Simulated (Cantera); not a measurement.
Feed: 1 mol SiCl4, 0.8 mol H2, held at 675 K and 623 Torr.

Cantera equilibrium calculation (NASA polynomials, part measured and part estimated; ideal gas, pure solids and liquids). Candidate condensed phases: Si; 19 gas species. Equilibrium is a limit: real reactors are often held back by kinetics, nucleation or transport.

Task: What is the equilibrium state?

Result: x(SiCl4): 0.550
x(H2): 0.439
x(HCl): 0.00563
x(SiHCl3): 0.00562
x(SiH2Cl2): 3.56e-6
gas amount: 1.800 mol
log10 activity of Si(s) (absent): -5.73
